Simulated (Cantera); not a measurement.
A perfectly stirred reactor is fed with CH4 : H2 : O2 : N2 = 1 : 0.17 : 5.21 : 19.6 (molar parts), equivalence ratio 0.40, at 10.0 bar; it is adiabatic with a 775 K inlet, and is followed from long to short residence time, starting on the burning branch (τ in s: 0.047, 0.021, 0.0095, 0.0042, 0.0019, 0.00086, 0.00038, 0.00017, 7.7e-05, 3.5e-05, 1.6e-05, 7e-06).

Computed with Cantera and GRI-Mech 3.0 (53 species, 325 reactions).

What does this change do: pressure from 10.0 bar to 5.00 bar?


| quantity | before | after |
|---|---|---|
| blow-out, bracketed by the residence times tried | burning at 0.380 ms, out at 0.170 ms | burning at 0.380 ms, out at 0.170 ms |
| x(CH4) at τ = 47.0 ms | 1.04e-5 | 1.27e-5 |
| x(H2) at τ = 47.0 ms | 7.58e-6 | 1.36e-5 |
| x(O2) at τ = 47.0 ms | 0.121 | 0.121 |
| x(C2H2) at τ = 47.0 ms | 3.68e-9 | 3.13e-9 |
| x(H) at τ = 47.0 ms | 2.82e-7 | 8.46e-7 |
| x(CH4) at τ = 0.380 ms | 0.000731 | 0.000433 |
| x(H2) at τ = 0.380 ms | 0.000489 | 0.000449 |
| x(O2) at τ = 0.380 ms | 0.126 | 0.124 |
| x(C2H2) at τ = 0.380 ms | 7.26e-7 | 9.29e-8 |
| x(H) at τ = 0.380 ms | 1.78e-5 | 6.18e-5 |

What does this change do: pressure from 10.0 bar to 4.50 bar?


| quantity | before | after |
|---|---|---|
| blow-out, bracketed by the residence times tried | burning at 0.380 ms, out at 0.170 ms | burning at 0.380 ms, out at 0.170 ms |
| x(CH4) at τ = 47.0 ms | 1.04e-5 | 1.30e-5 |
| x(H2) at τ = 47.0 ms | 7.58e-6 | 1.50e-5 |
| x(O2) at τ = 47.0 ms | 0.121 | 0.121 |
| x(C2H2) at τ = 47.0 ms | 3.68e-9 | 2.96e-9 |
| x(H) at τ = 47.0 ms | 2.82e-7 | 1.01e-6 |
| x(CH4) at τ = 0.380 ms | 0.000731 | 0.000424 |
| x(H2) at τ = 0.380 ms | 0.000489 | 0.000471 |
| x(O2) at τ = 0.380 ms | 0.126 | 0.124 |
| x(C2H2) at τ = 0.380 ms | 7.26e-7 | 7.20e-8 |
| x(H) at τ = 0.380 ms | 1.78e-5 | 7.46e-5 |
